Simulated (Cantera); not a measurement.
Input: 1 mol BCl3, 19 mol N2, held at 1325 K.

Method: chemical equilibrium by Gibbs-energy minimisation in Cantera with the NASA 1993 tables (ideal gas, pure condensed phases). Candidate condensed phases: B, BN; 10 gas species. N2 is the only nitrogen source here; it is nearly inert below about 1500 K, so the nitride shown seldom forms there in practice. The tables' values for BCl2 are old estimates; treat these amounts as uncertain. Rates play no part.

x: gas mole fraction; n: condensed amount in mol.

```
P (Pa)   x N2  x BCl3  x Cl   x BCl2     x BCl    x Cl2   n BN(s)
------  -----  ------  ----  -------  --------  -------  --------
10      0.949  0.0495   [?]  7.96e-5   9.87e-6  6.54e-7   0.00767
32      0.950  0.0497   [?]  4.47e-5   3.09e-6  6.56e-7   0.00433
100     0.950  0.0498   [?]  2.53e-5   9.89e-7  6.57e-7   0.00247
320     0.950  0.0499   [?]  1.42e-5   3.09e-7  6.58e-7   0.00139
1000    0.950  0.0499   [?]  8.01e-6   9.90e-8  6.58e-7  0.000789
3200    0.950  0.0500   [?]  4.48e-6   3.09e-8  6.58e-7  0.000445
10000   0.950  0.0500   [?]  2.53e-6   9.90e-9  6.58e-7  0.000256
32000   0.950  0.0500   [?]  1.42e-6   3.09e-9  6.58e-7  0.000147
100000  0.950  0.0500   [?]  8.02e-7  9.90e-10  6.58e-7         0
```

**Question.** What belongs in the gaps?

**Answer.** 
- 10, x Cl: 0.00125
- 32, x Cl: 0.000699
- 100, x Cl: 0.000396
- 320, x Cl: 0.000221
- 1000, x Cl: 0.000125
- 3200, x Cl: 7.00e-5
- 10000, x Cl: 3.96e-5
- 32000, x Cl: 2.21e-5
- 100000, x Cl: 1.25e-5
